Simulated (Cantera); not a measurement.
An isothermal, constant-pressure homogeneous reactor starts with H₂ : O₂ : N₂ = 1.8 : 1 : 7.7 (molar parts), equivalence ratio 0.90, at 1075 K and 173 Torr.

Model: GRI-Mech 3.0 (53 species, 325 reactions), integrated in Cantera. The temperature is held fixed by assumption; the heat of reaction is taken as removed at once.

x: mole fraction; the columns are a selection and need not sum to one.

```tsv
t (s)	x H₂	x O₂	x OH	x NO	x HO₂	x N₂O
4.00e-6	0.171	0.0952	1.66e-12	<1e-12	7.40e-11	<1e-12
1.69e-5	0.171	0.0952	1.38e-11	<1e-12	3.19e-10	<1e-12
7.11e-5	0.171	0.0952	1.78e-10	<1e-12	1.57e-9	<1e-12
0.000300	0.171	0.0952	?	<1e-12	3.66e-7	<1e-12
0.00126	0.0124	0.0190	?	4.03e-6	6.60e-6	1.24e-8
0.00533	0.00145	0.0111	?	4.56e-6	3.61e-6	1.97e-8
0.0225	0.000116	0.0105	?	4.55e-6	1.32e-6	2.49e-8
0.0949	7.05e-6	0.0104	?	4.50e-6	1.32e-7	2.66e-8
0.400	4.80e-7	0.0104	?	4.52e-6	1.20e-8	2.72e-8
1.69	6.46e-8	0.0104	?	4.55e-6	1.92e-9	2.72e-8
7.11	1.32e-8	0.0104	?	4.56e-6	4.81e-10	2.62e-8
30.0	3.93e-9	0.0104	?	4.56e-6	2.76e-10	2.13e-8
```

### Question
Fill in the missing entries.

### Answer

- 0.000300, x OH: 1.78e-7
- 0.00126, x OH: 0.00120
- 0.00533, x OH: 0.000256
- 0.0225, x OH: 5.74e-5
- 0.0949, x OH: 1.60e-5
- 0.400, x OH: 5.45e-6
- 1.69, x OH: 2.27e-6
- 7.11, x OH: 1.06e-6
- 30.0, x OH: 5.54e-7
